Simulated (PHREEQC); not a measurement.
# Polishing slurry liquid: speciation

Solution (38 °C): 0.001 mol/kgw H2SO4, 0.0025 mol/kgw K2SO4 and 0.0017 mol/kgw CuSO4. Closed to the air; pH follows from the charge balance.

Computed with PHREEQC (ion-association model, phreeqc.dat).

Each row changes one thing in this solution. This is a speciation only: nothing precipitates in the calculation.

```tsv
case	pH	ionic strength (mol/kgw)	SO4-2 (mol/kgw)	HSO4- (mol/kgw)	KSO4- (mol/kgw)
as made	2.87	0.0143	0.00414	0.000508	0.000108
K2SO4 from 0.0025 to 0.0125 mol/kgw	3.02	0.0404	0.0124	0.000896	0.00122
CuSO4 left out	2.84	0.00949	0.00300	0.000419	8.54e-5
temperature from 38 to 15 °C	2.83	0.0147	0.00434	0.000358	7.79e-5
CuSO4 from 0.0017 to 0.0034 mol/kgw	2.90	0.0188	0.00522	0.000579	0.000128
0.00035 mol/kgw KCl added	2.87	0.0146	0.00413	0.000506	0.000115
H2SO4 from 0.001 to 0.01 mol/kgw	1.93	0.0287	0.00693	0.00660	0.000153
```

Constants without temperature data keep their 25 °C values here.
